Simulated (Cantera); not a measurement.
An isothermal, constant-pressure homogeneous reactor starts with C2H4 : H2 = 1 : 1.6 (molar parts), at 1250 K and 57.8 Torr. Integrator tolerance rtol = 1e-08.

Detailed kinetics in Cantera: GRI-Mech 3.0 (53 species, 325 reactions). GRI-Mech 3.0 was tuned for natural gas; its chemistry of ethylene as a main component is partial and can be far from experiment. GRI-Mech 3.0 stops at C3 and has no aromatics, soot or wall deposition, so with more carbon than oxygen in the feed, carbon stays in small species such as C2H2 where larger ones or solid carbon would form.

Q: What does this change do: H2 1.6 to 3.7 parts?

A: 
```csv
quantity,before,after
x(C2H4) at 20.0 s,0.0620 (gas-phase equilibrium 0.0420),0.0414 (gas-phase equilibrium 0.0222)
x(H2) at 20.0 s,0.659 (gas-phase equilibrium 0.507),0.783 (gas-phase equilibrium 0.655)
x(C2H) at 20.0 s,5.15e-10 (gas-phase equilibrium 1.36e-10),2.86e-10 (gas-phase equilibrium 4.88e-11)
x(C2H2) at 20.0 s,0.220 (gas-phase equilibrium 0.189),0.125 (gas-phase equilibrium 0.0774)
x(CH4) at 20.0 s,0.0587 (gas-phase equilibrium 0.262),0.0512 (gas-phase equilibrium 0.246)
x(H) at 20.0 s,5.31e-6 (gas-phase equilibrium 1.25e-6),6.18e-6 (gas-phase equilibrium 1.42e-6)
x(CH2) at 20.0 s,4.29e-11 (gas-phase equilibrium 1.71e-11),3.58e-11 (gas-phase equilibrium 1.24e-11)
```
